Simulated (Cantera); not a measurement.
Input (Python, Cantera):

```python
import numpy as np
import cantera as ct

gas = ct.Solution("h2o2.yaml")


def delay(T, t_max=10):
    gas.TPX = T, 1800000, {'H2': 1, 'O2': 0.357, 'N2': 1.34}
    reactor = ct.IdealGasReactor(gas, clone=False)
    net = ct.ReactorNet([reactor])
    net.rtol, net.atol = 1e-8, 1e-16
    while net.time < t_max:
        t_old, T_old = net.time, reactor.T
        net.step()
        if reactor.T > T + 400:  # ignition: a rise of 400 K
            return t_old + (T + 400 - T_old) / (reactor.T - T_old) * (net.time - t_old)
    return np.nan


taus = []
for T in [1300, 1375, 1450, 1525, 1600, 1675, 1750]:
    taus.append(delay(T))
    print(f"T0 = {T:6g} K   tau = {taus[-1]:.4e} s")

# d ln(tau) / d ln(k), from doubling and halving each rate constant
T, sens = 1600, []
for i in range(gas.n_reactions):
    gas.set_multiplier(2.0, i)
    up = delay(T)
    gas.set_multiplier(0.5, i)
    down = delay(T)
    gas.set_multiplier(1.0, i)
    sens.append((np.log(up / down) / np.log(4.0), gas.reaction(i).equation))
sens.sort(key=lambda x: -abs(x[0]))
print(f"sensitivities at {T} K")
for s, eq in sens[:10]:
    print(f"{s:8.3f}  {eq}")
```

Result:

```
T0 =   1300 K   tau = 1.1081e-05 s
T0 =   1375 K   tau = 2.4766e-06 s
T0 =   1450 K   tau = 1.2323e-06 s
T0 =   1525 K   tau = 8.0649e-07 s
T0 =   1600 K   tau = 5.9126e-07 s
T0 =   1675 K   tau = 4.6182e-07 s
T0 =   1750 K   tau = 3.7607e-07 s
sensitivities at 1600 K
  -0.841  H + O2 <=> O + OH
  -0.131  H2 + O <=> H + OH
   0.110  H + O2 + M <=> HO2 + M
  -0.091  H2 + OH <=> H + H2O
   0.081  H + O2 + N2 <=> HO2 + N2
  -0.069  H + HO2 <=> H2 + O2
  -0.039  H + HO2 <=> 2 OH
   0.017  H + O2 + O2 <=> HO2 + O2
  -0.012  H + O2 + H2O <=> HO2 + H2O
  -0.011  H + H2O2 <=> H2 + HO2
```

Detailed kinetics in Cantera: the H2/O2 subset of GRI-Mech 3.0, which has no nitrogen chemistry. The hydrogen kinetics of GRI-Mech 3.0 are dated; newer H2 mechanisms differ, most at raised pressure. The pressure lies above the range GRI-Mech 3.0 was tuned for (to about 10 atm). Where the delays flatten at high temperature, the 400 K rule measures the pace of heat release, not the induction time.
